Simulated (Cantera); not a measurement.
A jet of CH₄ : O₂ : N₂ = 0.021 : 0.12 : 0.79 (molar parts), equivalence ratio 0.35 at 300 K and 3000 Pa hits a platinum plate 9.7 cm away at a mass flux of 0.16 kg/m²/s; the plate temperature is set and raised in steps from an oxygen-covered start.

Computed with Cantera and Deutschmann's 1995 Pt surface mechanism with GRI-Mech 3.0 gas chemistry. Catalytic surfaces can have several steady states; this one follows from the mechanism file's or the stated starting coverage.

x: mole fraction at the wall; θ: surface coverage.

```csv
plate T (K),wall x CH₄,wall x O₂,wall x H₂O,wall x OH,wall x CO,wall x CO₂,θ free Pt,θ O*
900,0.0180,0.119,0.00858,2.84e-8,(withheld),0.00562,0.253,0.746
950,0.0156,0.114,0.0130,9.62e-8,(withheld),0.00852,0.327,0.672
1000,0.0133,0.109,0.0172,2.73e-7,(withheld),0.0113,0.402,0.598
1050,0.0113,0.105,0.0209,6.83e-7,(withheld),0.0137,0.475,0.525
1100,0.00967,0.101,0.0238,1.53e-6,(withheld),0.0157,0.545,0.455
1150,0.00839,0.0988,0.0261,3.13e-6,(withheld),0.0172,0.610,0.389
1200,0.00745,0.0968,0.0277,5.90e-6,(withheld),0.0184,0.671,0.329
1250,0.00669,0.0953,0.0290,1.04e-5,(withheld),0.0193,0.725,0.275
```

Q: Some entries are withheld; supply them.

A: 
- 900, wall x CO: 7.76e-6
- 950, wall x CO: 9.39e-6
- 1000, wall x CO: 1.10e-5
- 1050, wall x CO: 1.26e-5
- 1100, wall x CO: 1.44e-5
- 1150, wall x CO: 1.67e-5
- 1200, wall x CO: 1.97e-5
- 1250, wall x CO: 2.36e-5
